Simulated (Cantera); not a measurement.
A closed system holds: 1 mol S, 2.5 mol O2, equilibrated at 2150 K and 16.5 Torr.

Equilibrium computed with Cantera from the NASA thermochemical tables; the gas is ideal and each condensed phase is pure. Candidate condensed phases: S; 10 gas species. Rates play no part.

Base state: O2 0.592, SO2 0.396, O 0.0101, SO 0.00182, SO3 0.000172 (mole fractions); condensed: gas only.

Q: What changes in the equilibrium state with this change: temperature from 2150 K to 1175 K?

A: 
```csv
species,before,after
O2,0.592,0.597
SO2,0.396,0.389
SO3,0.000172,0.0141
O,0.0101,7.61e-8
SO,0.00182,1.47e-9
```
